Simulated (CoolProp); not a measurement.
Model: reference Helmholtz-energy equation of state, Lemmon 2006, in CoolProp. It is a short technical equation, of lower accuracy than the large ones.

Task: Give the vapour pressure (bar), liquid cp (kJ/(kg K)), vapour Z, surface tension (mN/m) of saturated acetone at 423 K.

Result: 
| T (K) | p (bar) | liquid cp (kJ/(kg K)) | vapour Z | surface tension (mN/m) |
|---|---|---|---|---|
| 423 | 11.4 | 2.66 | 0.771 | 7.97 |

Surface tension comes from a separate correlation (Mulero 2012).
